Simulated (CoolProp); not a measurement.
Vapour pressure (kPa) of R236EA: the reference equation beside estimates from Tc = 139.3 °C, pc = 3414 kPa, ω = 0.368. Clausius-Clapeyron is anchored at 54.95 °C with a constant enthalpy of vaporisation of 21.03 kJ/mol.

Model: reference Helmholtz-energy equation of state, Rui 2013, in CoolProp.

```tsv
T (°C)	reference	Lee-Kesler	Clausius-Clapeyron	van der Waals	Redlich-Kwong	Soave-Redlich-Kwong	Peng-Robinson
4.65	?	94.89	129.9	560.8	213.9	94.91	95.42
14.75	141.9	141.9	178.7	674.8	291.7	141.8	141.8
24.75	204.2	204.7	240.0	801.7	387.0	?	203.6
34.85	286.6	287.9	317.1	944.6	503.9	287.9	285.7
44.85	391.3	393.4	410.6	1101	642.3	394.2	390.1
54.95	524.5	527.3	524.5	1275	806.9	529.6	523.2
64.95	687.6	690.9	658.8	1464	996.6	?	686.7
75.05	888.7	892.0	818.4	1671	1217	900.9	888.8
85.05	1129	?	1002	1894	1466	1145	1130
95.05	1414	1416	1214	2134	1746	1436	1419
105.15	1756	1757	1459	?	2064	1782	1764
115.15	2153	2153	1733	2671	2414	2182	2164
```

Problem. Complete the blanks.

Solution. 
- 4.65, reference: 95.20
- 24.75, Soave-Redlich-Kwong: 204.5
- 64.95, Soave-Redlich-Kwong: 695.9
- 85.05, Lee-Kesler: 1131
- 105.15, van der Waals: 2395

Absolute difference from the reference over all 12 rows, mean and median: Lee-Kesler 0.3 and 0.3 %, Clausius-Clapeyron 14.1 and 12.7 %, van der Waals 174.3 and 128.0 %, Redlich-Kwong 56.5 and 49.4 %, Soave-Redlich-Kwong 0.9 and 1.1 %, Peng-Robinson 0.3 and 0.3 %.
